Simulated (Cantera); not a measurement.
Hydrocarbon pyrolysis for carbon deposition

An isothermal, constant-pressure homogeneous reactor starts with CH4 : N2 = 1 : 5 (molar parts), at 1800 K and 0.987 atm.

Computed with Cantera and GRI-Mech 3.0 (53 species, 325 reactions). GRI-Mech 3.0 stops at C3 and has no aromatics, soot or wall deposition, so with more carbon than oxygen in the feed, carbon stays in small species such as C2H2 where larger ones or solid carbon would form.

```csv
t (s),x CH4,x CH2,x C2H4,x HCN,x C2H6,x H
0.000700,0.127,1.54e-6,0.00821,3.89e-8,0.000629,4.47e-5
0.00165,0.0917,9.55e-7,0.00413,1.42e-7,0.000248,7.31e-5
0.00391,0.0583,6.04e-7,0.00132,3.41e-7,8.96e-5,0.000102
0.00924,0.0315,3.54e-7,0.000539,6.75e-7,2.57e-5,0.000128
0.0218,0.0147,1.82e-7,0.000359,1.13e-6,5.79e-6,0.000147
0.0516,0.00641,8.47e-8,0.000338,1.63e-6,1.15e-6,0.000159
0.122,0.00290,3.97e-8,0.000343,2.16e-6,2.64e-7,0.000164
0.288,0.00170,2.36e-8,0.000346,2.81e-6,1.13e-7,0.000166
0.682,0.00150,2.08e-8,0.000347,3.96e-6,9.55e-8,0.000166
1.61,0.00149,2.08e-8,0.000347,6.78e-6,9.51e-8,0.000166
3.81,0.00149,2.08e-8,0.000347,1.42e-5,9.51e-8,0.000166
9.00,0.00149,2.08e-8,0.000347,3.47e-5,9.51e-8,0.000166
```
x: mole fraction; the columns are a selection and need not sum to one.

Equilibrium at this temperature and pressure: CH4 0.000954, CH2 1.32e-8, C2H4 0.000140, HCN 0.0850, C2H6 3.86e-8, H 0.000166 (gas phase only).
